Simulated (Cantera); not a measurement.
# SiH4 + O2 + N2 (silicon oxide and oxynitride deposition)

Input: 1 mol SiH4, 1.1 mol O2, 45 mol N2, equilibrated at 773.15 K and 0.255 Torr.

Equilibrium computed with Cantera from the NASA thermochemical tables; the gas is ideal and each condensed phase is pure. Candidate condensed phases: H2O, Si, SiO2, Si2N2O, Si3N4; 35 gas species. The numbers say what is thermodynamically allowed, not how fast it happens.

```
Property                              Value
--------------------------------  ---------
x(N2)                                 0.957
x(H2)                                0.0383
x(H2O)                              0.00426
n(SiO2(α-quartz))                  1.00 mol
gas amount                        47.00 mol
log10 activity of Si(s) (absent)     -22.44
```
